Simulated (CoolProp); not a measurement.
Vapour-liquid equilibrium of toluene (1) + o-xylene (2) at 434.9 K; x and y are mole fractions of (1).

Computed with CoolProp (multi-fluid Helmholtz-energy mixture model, Lemmon 2006 and Zhou 2012; pair parameters Bell 2016).

Give the bubble pressure and the first vapour's composition at x = 0.05, 0.2, 0.875. Is there an azeotrope?

x = 0.05: 0.1664 MPa, y = 0.099; x = 0.2: 0.1953 MPa, y = 0.347; x = 0.875: 0.3314 MPa, y = 0.935. No azeotrope shows between x = 0.05 and 0.95.

The pair parameters rest on a limited set of measurements; away from them the model extrapolates.
